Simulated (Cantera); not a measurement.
Input (Python, Cantera):

```python
import numpy as np
import cantera as ct

gas = ct.Solution("SiF4_NH3_mec.yaml", "gas")
gas.TPX = 2350, 40000, {'NH3': 1, 'H2': 1.2}
inlet = ct.Reservoir(gas, clone=True)

reactor = ct.IdealGasConstPressureReactor(gas, energy="off", clone=False)
exhaust = ct.Reservoir(gas, clone=True)
tau = [7.6, 1.7, 0.36, 0.08, 0.017, 0.0038, 0.00084, 0.00018][0]
for a, b in ((inlet, reactor), (reactor, exhaust)):
    ct.MassFlowController(a, b, mdot=lambda t: reactor.mass / tau)
net = ct.ReactorNet([reactor])
show = ['NH3', 'H2', 'N2H2', 'N2H4', 'NH2', 'H', 'NH']

rows = []
print(f"{'tau/s':>10s}{'T/K':>9s}" + "".join(f"{s:>11s}" for s in show))
for tau in [7.6, 1.7, 0.36, 0.08, 0.017, 0.0038, 0.00084, 0.00018]:
    net.initial_time = 0.0
    net.advance(30 * tau)
    before = gas.X
    net.advance(40 * tau)
    drift = np.max(np.abs(gas.X - before) / (gas.X + 1e-9))
    rows.append([gas.T, *gas[show].X, drift])
    print(f"{tau:10.3e}{gas.T:9.1f}" + "".join(f"{x:11.3e}" for x in gas[show].X))
```

Result:

```
     tau/s      T/K        NH3         H2       N2H2       N2H4        NH2          H         NH
 7.600e+00   2350.0  1.868e-04  8.272e-01  1.194e-09  2.773e-12  1.290e-05  1.785e-02  5.734e-06
 1.700e+00   2350.0  4.263e-04  8.276e-01  5.560e-09  1.331e-11  2.826e-05  1.715e-02  1.204e-05
 3.600e-01   2350.0  1.376e-03  8.300e-01  3.214e-08  9.014e-11  7.348e-05  1.387e-02  2.515e-05
 8.000e-02   2350.0  1.170e-02  8.302e-01  2.461e-07  1.301e-09  2.787e-04  6.186e-03  4.211e-05
 1.700e-02   2350.0  6.844e-02  7.955e-01  1.338e-06  1.201e-08  8.463e-04  3.079e-03  6.467e-05
 3.800e-03   2350.0  2.075e-01  7.048e-01  4.499e-06  5.249e-08  1.769e-03  1.884e-03  8.889e-05
 8.400e-04   2350.0  3.614e-01  6.038e-01  8.468e-06  1.089e-07  2.547e-03  1.337e-03  1.007e-04
 1.800e-04   2350.0  4.320e-01  5.576e-01  8.842e-06  1.210e-07  2.685e-03  1.090e-03  9.210e-05
```

Cantera simulation using the gas-phase N/H chemistry of the illustrative SiF4/NH3 mechanism in the Surface Chemkin manual (1991); the numbers are that mechanism's predictions, not measurements. Walls and surfaces, which speed up NH3 decomposition in real reactors, are not modelled.
